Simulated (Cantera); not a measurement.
Transport properties of process gases

Gas mixture: 54.5 % H₂O, 30.3 % N₂, 15.2 % O₂, at 1.00 bar, frozen composition.

Cantera's kinetic-theory transport with the Lennard-Jones parameters of GRI-Mech 3.0, ideal gas; thermal conductivity in the mixture-averaged form. Polar gases are described roughly by these parameters.

| T (K) | ρ (kg/m³) | cp (J/kg/K) | μ (µPa s) | λ (mW/m/K) | Pr | D (cm²/s) CH₄ | D (cm²/s) C₂H₂ | D (cm²/s) H |
|---|---|---|---|---|---|---|---|---|
| 400 | 0.697 | 1387 | 18.3 | 35.2 | 0.723 | 0.392 | 0.296 | 2.20 |
| 650 | 0.429 | 1479 | 28.0 | 58.2 | 0.713 | 0.945 | 0.719 | 5.27 |
| 900 | 0.310 | 1586 | 36.9 | 82.7 | 0.707 | 1.67 | 1.28 | 9.28 |
| 1150 | 0.242 | 1688 | 45.0 | 108 | 0.706 | 2.54 | 1.95 | 14.1 |
| 1400 | 0.199 | 1776 | 52.5 | 132 | 0.705 | 3.55 | 2.73 | 19.7 |
| 1650 | 0.169 | 1851 | 59.6 | 156 | 0.706 | 4.69 | 3.60 | 26.0 |
| 1900 | 0.147 | 1914 | 66.3 | 180 | 0.706 | 5.94 | 4.57 | 32.9 |
| 2150 | 0.130 | 1966 | 72.6 | 202 | 0.706 | 7.30 | 5.62 | 40.4 |
D: mixture-averaged diffusion coefficient of that species in the mixture.
